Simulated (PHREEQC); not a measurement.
1 kg of water meets 20 L of dry gas (CO2 0.42, H2 0.58 by moles) at fixed total pressure, at 10 atm; fugacities by Peng-Robinson. The gases take part in no redox reaction, some water evaporates into the gas, and hydrates or a liquid gas phase aren't modelled. Precipitation was switched off in this run.

Computed with PHREEQC (ion-association model, phreeqc.dat).

```json
[
 {"T (°C)": "10", "dissolved CO2 (all carbonate carbon) (mol/kgw)": "0.206", "φ of CO2": "0.952", "p of CO2 (atm)": "4.06", "dissolved H2 (mol/kgw)": "0.00522"},
 {"T (°C)": "20", "dissolved CO2 (all carbonate carbon) (mol/kgw)": "[?]", "φ of CO2": "0.956", "p of CO2 (atm)": "4.09", "dissolved H2 (mol/kgw)": "0.00480"},
 {"T (°C)": "30", "dissolved CO2 (all carbonate carbon) (mol/kgw)": "[?]", "φ of CO2": "0.960", "p of CO2 (atm)": "4.10", "dissolved H2 (mol/kgw)": "0.00452"},
 {"T (°C)": "40", "dissolved CO2 (all carbonate carbon) (mol/kgw)": "[?]", "φ of CO2": "0.964", "p of CO2 (atm)": "4.10", "dissolved H2 (mol/kgw)": "0.00433"},
 {"T (°C)": "50", "dissolved CO2 (all carbonate carbon) (mol/kgw)": "[?]", "φ of CO2": "0.967", "p of CO2 (atm)": "4.09", "dissolved H2 (mol/kgw)": "0.00422"},
 {"T (°C)": "60", "dissolved CO2 (all carbonate carbon) (mol/kgw)": "[?]", "φ of CO2": "0.970", "p of CO2 (atm)": "4.06", "dissolved H2 (mol/kgw)": "0.00415"},
 {"T (°C)": "70", "dissolved CO2 (all carbonate carbon) (mol/kgw)": "[?]", "φ of CO2": "0.973", "p of CO2 (atm)": "[?]", "dissolved H2 (mol/kgw)": "0.00413"},
 {"T (°C)": "80", "dissolved CO2 (all carbonate carbon) (mol/kgw)": "[?]", "φ of CO2": "0.975", "p of CO2 (atm)": "3.96", "dissolved H2 (mol/kgw)": "0.00413"},
 {"T (°C)": "90", "dissolved CO2 (all carbonate carbon) (mol/kgw)": "0.0430", "φ of CO2": "0.977", "p of CO2 (atm)": "3.86", "dissolved H2 (mol/kgw)": "0.00414"}
]
```

**Question.** Some entries are withheld; supply them.

**Answer.** 
- 20, dissolved CO2 (all carbonate carbon) (mol/kgw): 0.152
- 30, dissolved CO2 (all carbonate carbon) (mol/kgw): 0.117
- 40, dissolved CO2 (all carbonate carbon) (mol/kgw): 0.0933
- 50, dissolved CO2 (all carbonate carbon) (mol/kgw): 0.0767
- 60, dissolved CO2 (all carbonate carbon) (mol/kgw): 0.0646
- 70, dissolved CO2 (all carbonate carbon) (mol/kgw): 0.0556
- 70, p of CO2 (atm): 4.02
- 80, dissolved CO2 (all carbonate carbon) (mol/kgw): 0.0486

At this temperature some constants are extrapolated from 25 °C, and those without enthalpy data are left unchanged.
